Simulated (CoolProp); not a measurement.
A closed Brayton cycle with carbon dioxide: compressor inlet 330.15 K and 9.6 MPa, high pressure 24.2 MPa, turbine inlet 695 K, compressor efficiency 0.85, turbine efficiency 0.9, recuperator effectiveness 0 (on enthalpy, no pinch check). Each further row changes one setting.

The numbers come from the reference Helmholtz-energy equation of state, Span 1996 in CoolProp.

| case | thermal efficiency (%) | net work (kJ/kg) | compressor to turbine work | compressor exit (K) | turbine exit (K) |
|---|---|---|---|---|---|
| as stated | 13.5 | 54.6 | 0.45 | 402.7 | 593.8 |
| turbine inlet 645 K | 13.3 | 45.5 | 0.50 | 402.7 | 547.5 |
| compressor inlet 340.15 K | 12.9 | 48.0 | 0.52 | 420.4 | 593.8 |
| high pressure 20.6 MPa | 11.5 | 47.9 | 0.43 | 389.8 | 611.1 |
| recuperator effectiveness 0.5 | 18.7 | 54.6 | 0.45 | 402.7 | 593.8 |
